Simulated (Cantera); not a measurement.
An isothermal, constant-pressure homogeneous reactor starts with CH₄ : CO₂ = 1 : 3.2 (molar parts), at 1625 K and 1.01 bar. Integrator tolerance rtol = 1e-08.

Computed with Cantera and GRI-Mech 3.0 (53 species, 325 reactions).

Q: What does this change do: CO2 3.2 to 0.79 parts?

A: 
```csv
quantity,before,after
x(CH₄) at 4.00 s,0.00279 (gas-phase equilibrium 1.08e-8),0.0215 (gas-phase equilibrium 0.0136)
x(CO₂) at 4.00 s,0.190 (gas-phase equilibrium 0.183),0.0157 (gas-phase equilibrium 1.40e-6)
x(HO₂) at 4.00 s,<1e-12 (gas-phase equilibrium <1e-12),<1e-12 (gas-phase equilibrium <1e-12)
x(CO) at 4.00 s,0.487 (gas-phase equilibrium 0.495),0.396 (gas-phase equilibrium 0.448)
x(HCO) at 4.00 s,1.33e-8 (gas-phase equilibrium 1.39e-8),1.95e-8 (gas-phase equilibrium 2.33e-8)
x(CH₂) at 4.00 s,2.27e-9 (gas-phase equilibrium <1e-12),7.48e-9 (gas-phase equilibrium 2.55e-9)
```
